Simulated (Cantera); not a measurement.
A closed system holds: 1 mol C3H6, 0.52 mol H2O, 4.7 mol H2, equilibrated at 1677 °C and 10.0 Torr.

These are equilibrium values from Cantera (NASA tables, ideal gas, pure condensed phases), not measurements of a reactor. The numbers say what is thermodynamically allowed, not how fast it happens.

| species | before | after |
|---|---|---|
| H2 | 0.931 | 0.938 |
| CO | 0.0592 | 0.0595 |
| H | 0.00958 | 0.00111 |
| CH4 | 5.62e-6 | 0.000428 |
| CH3 | 1.15e-6 | 1.01e-5 |
| C2H2 (acetylene) | 0.000509 | 0.000513 |
| C(graphite), mol | 2.47 | 2.47 |
Gas species are given as mole fractions.

### Question
Which change was made?
A) pressure from 10.0 Torr to 750 Torr
B) temperature from 1677 °C to 2452 °C
C) H2O from 0.52 to 0.92 mol
D) temperature from 1677 °C to 2102 °C

### Answer
A, pressure from 10.0 Torr to 750 Torr
